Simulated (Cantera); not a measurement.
Hydrocarbon pyrolysis for carbon deposition

An isothermal, constant-pressure homogeneous reactor starts with C2H6 : N2 = 1 : 7.1 (molar parts), at 1175 K and 0.132 atm.

Cantera simulation using GRI-Mech 3.0 (53 species, 325 reactions); the numbers are that mechanism's predictions, not measurements. GRI-Mech 3.0 stops at C3 and has no aromatics, soot or wall deposition, so with more carbon than oxygen in the feed, carbon stays in small species such as C2H2 where larger ones or solid carbon would form.

```tsv
t (s)	x C2H6	x CH4	x H	x CH3	x H2	x C2H4
3.00e-6	0.123	6.65e-10	3.58e-11	1.71e-7	3.04e-11	1.29e-11
1.15e-5	0.123	9.63e-9	2.61e-10	6.46e-7	5.81e-10	6.38e-10
4.38e-5	0.123	1.37e-7	3.98e-9	2.37e-6	3.03e-8	3.35e-8
0.000168	0.123	1.80e-6	5.46e-8	7.74e-6	1.65e-6	1.70e-6
0.000641	0.123	1.86e-5	5.30e-7	1.79e-5	6.88e-5	6.98e-5
0.00245	0.122	0.000154	1.88e-6	3.91e-5	0.00133	0.00137
0.00936	0.112	0.00104	2.37e-6	4.82e-5	0.00897	0.00928
0.0358	0.0796	0.00449	2.82e-6	4.05e-5	0.0353	0.0356
0.137	0.0177	0.0133	3.61e-6	1.94e-5	0.0878	0.0799
0.523	0.000746	0.0165	1.31e-6	3.69e-6	0.113	0.0778
2.00	0.000207	0.0169	7.71e-7	1.94e-6	0.127	0.0613
```
x: mole fraction; the columns are a selection and need not sum to one.

Equilibrium at this temperature and pressure: C2H6 2.67e-5, CH4 0.0654, H 1.10e-7, CH3 1.29e-6, H2 0.105, C2H4 0.00921 (gas phase only).
